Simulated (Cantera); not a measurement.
Equilibrium for hydrogen reduction and annealing atmospheres: V₂O₃ + H₂ + H₂O

Charge: 1 mol V₂O₃, 190 mol H₂, 1.6 mol H₂O, equilibrated at 0.0100 bar.

Method: chemical equilibrium by Gibbs-energy minimisation in Cantera with the NASA 1993 tables (ideal gas, pure condensed phases). Candidate condensed phases: H₂O, V, VO, V₂O₃, V₂O₄, V₂O₅; 12 gas species. Mutual solubility and eutectic melting of coexisting phases are not modelled. VO: taken at fixed stoichiometry. Condensed phases not in the tables: the oxides between V₂O₃ and V₂O₅ other than VO₂. Kinetics and transport are ignored.

```json
[
 {"T (K)": "1173", "log p H₂": "-2.00", "log p H": "-7.93", "log p H₂O": "-4.08", "log p VO₂": "-13.89", "log p VO": "<-14", "log p V": "<-14", "n V₂O₃(s)": "1.00", "n VO(s)": "0", "n VO(l)": "0"},
 {"T (K)": "1273", "log p H₂": "-2.00", "log p H": "-7.15", "log p H₂O": "-4.08", "log p VO₂": "-12.20", "log p VO": "<-14", "log p V": "<-14", "n V₂O₃(s)": "1.00", "n VO(s)": "0", "n VO(l)": "0"},
 {"T (K)": "1373", "log p H₂": "-2.00", "log p H": "-6.48", "log p H₂O": "-4.08", "log p VO₂": "-10.77", "log p VO": "-12.34", "log p V": "<-14", "n V₂O₃(s)": "1.00", "n VO(s)": "0", "n VO(l)": "0"},
 {"T (K)": "1473", "log p H₂": "-2.00", "log p H": "-5.90", "log p H₂O": "-4.08", "log p VO₂": "-9.54", "log p VO": "-10.83", "log p V": "-13.52", "n V₂O₃(s)": "1.000", "n VO(s)": "0", "n VO(l)": "0"},
 {"T (K)": "1573", "log p H₂": "-2.00", "log p H": "-5.39", "log p H₂O": "-4.08", "log p VO₂": "-8.46", "log p VO": "-9.51", "log p V": "-11.87", "n V₂O₃(s)": "1.000", "n VO(s)": "0", "n VO(l)": "0"},
 {"T (K)": "1673", "log p H₂": "-2.00", "log p H": "-4.95", "log p H₂O": "-4.07", "log p VO₂": "-7.52", "log p VO": "-8.37", "log p V": "-10.45", "n V₂O₃(s)": "0.959", "n VO(s)": "0.0814", "n VO(l)": "0"},
 {"T (K)": "1773", "log p H₂": "-2.01", "log p H": "-4.55", "log p H₂O": "-3.89", "log p VO₂": "-6.60", "log p VO": "-7.45", "log p V": "-9.45", "n V₂O₃(s)": "0.109", "n VO(s)": "1.78", "n VO(l)": "0"},
 {"T (K)": "1873", "log p H₂": "-2.01", "log p H": "-4.19", "log p H₂O": "-3.87", "log p VO₂": "-5.94", "log p VO": "-6.63", "log p V": "-8.42", "n V₂O₃(s)": "0", "n VO(s)": "1.97", "n VO(l)": "0"},
 {"T (K)": "1973", "log p H₂": "-2.01", "log p H": "-3.88", "log p H₂O": "-3.89", "log p VO₂": "-5.37", "log p VO": "-5.90", "log p V": "-7.47", "n V₂O₃(s)": "0", "n VO(s)": "1.89", "n VO(l)": "0"},
 {"T (K)": "2073", "log p H₂": "-2.02", "log p H": "-3.59", "log p H₂O": "-3.92", "log p VO₂": "-4.88", "log p VO": "-5.25", "log p V": "-6.61", "n V₂O₃(s)": "0", "n VO(s)": "0", "n VO(l)": "1.63"},
 {"T (K)": "2173", "log p H₂": "-2.03", "log p H": "-3.33", "log p H₂O": "-3.99", "log p VO₂": "-4.53", "log p VO": "-4.72", "log p V": "-5.85", "n V₂O₃(s)": "0", "n VO(s)": "0", "n VO(l)": "1.02"},
 {"T (K)": "2273", "log p H₂": "-2.04", "log p H": "-3.10", "log p H₂O": "-4.07", "log p VO₂": "-4.32", "log p VO": "-4.34", "log p V": "-5.25", "n V₂O₃(s)": "0", "n VO(s)": "0", "n VO(l)": "0"}
]
```
log p: log10 of the partial pressure in bar; n: condensed amount in mol.

From 1173 K to 1573 K the condensed part is V₂O₃(s). From 1673 K to 1773 K the condensed part is VO(s) + V₂O₃(s). From 1873 K to 1973 K the condensed part is VO(s). From 2073 K to 2173 K the condensed part is VO(l). At 2273 K nothing is condensed.
